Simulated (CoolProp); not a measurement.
Vapour-liquid equilibrium of acetone (1) + cyclohexane (2) at 438.7 K; x and y are mole fractions of (1).

Computed with CoolProp (multi-fluid Helmholtz-energy mixture model, Lemmon 2006 and Zhou 2014; pair parameters Bell 2016).

Problem. Give the bubble pressure and the first vapour's composition at x = 0.25, 0.45, 0.65. Is there an azeotrope?

Solution. x = 0.25: 1.240 MPa, y = 0.460; x = 0.45: 1.416 MPa, y = 0.591; x = 0.65: 1.520 MPa, y = 0.708. y crosses x between x = 0.85 and 0.95: the model has an azeotrope there.

Pair parameters are fitted to limited data, so mixtures are less certain than the pure fluids.
